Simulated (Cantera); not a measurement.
Feed: 1 mol TEOS, 0.18 mol O₃, 53 mol N₂, equilibrated at 13.3 mbar.

Equilibrium computed with Cantera from the NASA thermochemical tables; the gas is ideal and each condensed phase is pure. Candidate condensed phases: C, C₆H₆, C₇H₈, C₈H₁₈, H₂O, Si, SiC, SiO₂, Si₂N₂O, Si₃N₄; 151 gas species. The feed counts by its element totals alone. N₂ is the only nitrogen source here; it is nearly inert below about 1500 K, so the nitride shown seldom forms there in practice. Equilibrium is a limit: real reactors are often held back by kinetics, nucleation or transport.

x: gas mole fraction; n: condensed amount in mol.

```csv
T (K),x N₂,x H₂,x CO,x H₂O,x CH₄,x CO₂,x HCN,n C(graphite),n SiO₂(α-quartz),n SiO₂(β-quartz),n Si₂N₂O(s),n SiC(s)
600,0.847,0.105,0.000925,0.0265,0.0140,0.00658,3.38e-11,6.66,1.00,0,0,0
750,0.817,0.148,0.0252,0.00452,0.000930,0.00471,8.51e-9,6.00,1.00,0,0,0
900,0.809,0.152,0.0384,0.000189,9.64e-5,0.000110,3.07e-7,5.47,0,1.00,0,0
1050,0.809,0.153,0.0387,1.43e-5,1.78e-5,4.28e-6,3.91e-6,5.46,0,1.00,0,0
1200,0.789,0.150,0.0607,3.16e-6,4.76e-6,9.29e-7,2.57e-5,3.96,0,0,0.500,0
1350,0.789,0.150,0.0607,6.97e-7,1.73e-6,1.43e-7,0.000112,3.95,0,0,0.500,0
1500,0.789,0.150,0.0607,2.08e-7,7.71e-7,3.26e-8,0.000364,3.94,0,0,0.498,0
1650,0.784,0.147,0.0670,…,…,…,…,2.43,0,0,0,0.984
1800,0.783,0.146,0.0668,…,…,…,…,2.36,0,0,0,0.974
1950,0.781,0.144,0.0665,1.83e-8,1.34e-7,1.93e-9,0.00404,2.24,0,0,0,0.956
```

Task: What belongs in the gaps?

Result: 
- 1650, x H₂O: 8.47e-8
- 1650, x CH₄: 3.85e-7
- 1650, x CO₂: 1.20e-8
- 1650, x HCN: 0.000939
- 1800, x H₂O: 3.71e-8
- 1800, x CH₄: 2.19e-7
- 1800, x CO₂: 4.44e-9
- 1800, x HCN: 0.00208
